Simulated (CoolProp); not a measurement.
Vapour-liquid equilibrium of n-heptane (1) + toluene (2) at 291.9 K; x and y are mole fractions of (1).

Computed with CoolProp (multi-fluid Helmholtz-energy mixture model, Span 2003 and Lemmon 2006; pair parameters Bell 2016).

**Question.** Give the bubble pressure and the first vapour's composition at x = 0.35, 0.65, 0.75. Is there an azeotrope?

**Answer.** x = 0.35: 0.003751 MPa, y = 0.493; x = 0.65: 0.004165 MPa, y = 0.719; x = 0.75: 0.004261 MPa, y = 0.793. No azeotrope shows between x = 0.05 and 0.95.

Pair parameters are fitted to limited data, so mixtures are less certain than the pure fluids.
